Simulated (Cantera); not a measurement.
What does this Cantera script print?

```python
import numpy as np
import cantera as ct

gas_names = """
    H HO2 H2 H2O H2O2 O OH O2 O3 Pb PbO Pb2
""".split()
cond_names = """
    H2O(s) H2O(L) Pb(cr) Pb(L) PbO(rd) PbO(yw) PbO(L) PbO2(s) Pb3O4(s)
""".split()


# ... load() reads the species with a 1 bar reference pressure and builds the phases ...
atoms = {
    'Pb': {'Pb': 1},
    'H2O': {'H': 2, 'O': 1},
    'H2': {'H': 2},
}
top_T = {'Pb3O4(s)': 820}  # K; cautious upper limits of use, not melting points


# ... equilibrate(T, P, feed) seeds the gas with the atoms and calls Mixture.equilibrate('TP', solver="vcs", rtol=1e-11, max_steps=5000) ...
results = []
T = 1873  # K
P = 290  # Pa
for m in [11, 17, 25, 37, 55, 83, 120, 180, 280]:
    feed = {'Pb': 1, 'H2O': 0.25, 'H2': m}  # mol
    mix = equilibrate(T, P, feed)
    results.append((T, P, feed, dict(zip(mix.species_names, mix.species_moles))))

top = {s: max(r[3][s] / sum(r[3][g] for g in gas_names) for r in results) for s in gas_names}
cols = sorted((s for s in top if top[s] > 0.001), key=lambda s: -top[s])[:6]
seen = [c for c in cond_names if any(r[3].get(c, 0) > 1e-12 for r in results)]
print("log10 of partial pressures in bar; condensed amounts in mol")
print(f"{'n(H2)':>10s}" + "".join(f"{s[:9]:>10s}" for s in cols + seen))
for T, P, feed, n in results:
    ng = sum(n[g] for g in gas_names)
    print(f"{feed['H2']:10.4g}" + "".join(f"{np.log10(max(n[s] / ng * P / 1e5, 1e-99)):10.3f}" for s in cols)
          + "".join(f"{n.get(c, 0):10.4g}" for c in seen))
```

Output:

```
log10 of partial pressures in bar; condensed amounts in mol
     n(H2)        H2        Pb       H2O         H
        11    -2.590    -3.628    -4.231    -4.485
        17    -2.574    -3.801    -4.404    -4.477
        25    -2.564    -3.959    -4.562    -4.472
        37    -2.557    -4.123    -4.725    -4.469
        55    -2.553    -4.290    -4.893    -4.466
        83    -2.549    -4.466    -5.068    -4.465
       120    -2.547    -4.624    -5.226    -4.464
       180    -2.546    -4.798    -5.401    -4.463
       280    -2.545    -4.989    -5.592    -4.463
```

Method: chemical equilibrium by Gibbs-energy minimisation in Cantera with the NASA 1993 tables (ideal gas, pure condensed phases).
